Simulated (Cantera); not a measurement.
An isothermal, constant-pressure homogeneous reactor starts with H2 : O2 : N2 = 1.1 : 1 : 15 (molar parts), at 1100 K and 0.290 bar.

Cantera simulation using the H2/O2 subset of GRI-Mech 3.0, which has no nitrogen chemistry; the numbers are that mechanism's predictions, not measurements. The temperature is held fixed by assumption; the heat of reaction is taken as removed at once.

x: mole fraction; the columns are a selection and need not sum to one.

```json
[
 {"t (s)": "0.000500", "x H2": "0.0643", "x O2": "0.0584", "x HO2": "3.20e-6", "x OH": "3.13e-6", "x H2O": "4.73e-5", "x H2O2": "8.25e-9"},
 {"t (s)": "0.00144", "x H2": "___", "x O2": "0.0291", "x HO2": "___", "x OH": "___", "x H2O": "___", "x H2O2": "___"},
 {"t (s)": "0.00417", "x H2": "0.000335", "x O2": "0.0273", "x HO2": "4.30e-6", "x OH": "0.000184", "x H2O": "0.0660", "x H2O2": "7.46e-7"},
 {"t (s)": "0.0121", "x H2": "3.60e-5", "x O2": "0.0272", "x HO2": "1.20e-6", "x OH": "5.14e-5", "x H2O": "0.0664", "x H2O2": "2.49e-7"},
 {"t (s)": "0.0348", "x H2": "3.99e-6", "x O2": "0.0272", "x HO2": "2.07e-7", "x OH": "1.97e-5", "x H2O": "0.0665", "x H2O2": "6.18e-8"},
 {"t (s)": "0.101", "x H2": "5.04e-7", "x O2": "0.0272", "x HO2": "3.86e-8", "x OH": "8.80e-6", "x H2O": "0.0665", "x H2O2": "1.55e-8"},
 {"t (s)": "0.290", "x H2": "9.64e-8", "x O2": "0.0272", "x HO2": "9.49e-9", "x OH": "4.44e-6", "x H2O": "0.0665", "x H2O2": "4.43e-9"},
 {"t (s)": "0.839", "x H2": "2.58e-8", "x O2": "0.0272", "x HO2": "2.86e-9", "x OH": "2.43e-6", "x H2O": "0.0665", "x H2O2": "1.41e-9"},
 {"t (s)": "2.42", "x H2": "8.03e-9", "x O2": "0.0272", "x HO2": "1.04e-9", "x OH": "1.39e-6", "x H2O": "0.0665", "x H2O2": "4.75e-10"},
 {"t (s)": "7.00", "x H2": "___", "x O2": "0.0272", "x HO2": "5.53e-10", "x OH": "___", "x H2O": "0.0665", "x H2O2": "1.71e-10"}
]
```

Problem. What belongs in the gaps?

Solution. 
- 0.00144, x H2: 0.00345
- 0.00144, x HO2: 6.69e-6
- 0.00144, x OH: 0.000869
- 0.00144, x H2O: 0.0592
- 0.00144, x H2O2: 8.18e-7
- 7.00, x H2: 2.81e-9
- 7.00, x OH: 8.23e-7
